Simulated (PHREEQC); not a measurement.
**Buffer (model solution)**

Consider water at 25 °C with 0.00087 mol/kgw KHCO3 and 0.00093 mol/kgw K2HPO4. Closed to the air; pH follows from the charge balance.

The numbers come from PHREEQC with the ion-association model, phreeqc.dat.

Precipitation was switched off in this run.

### Question
Estimate the pH, specific conductance.

### Answer
pH 8.68; specific conductance 317 µS/cm.

### Question
In which forms is P present?

### Answer
HPO4-2 97 %, H2PO4- 2.7 % of the P.

Species that the database lacks are ignored.
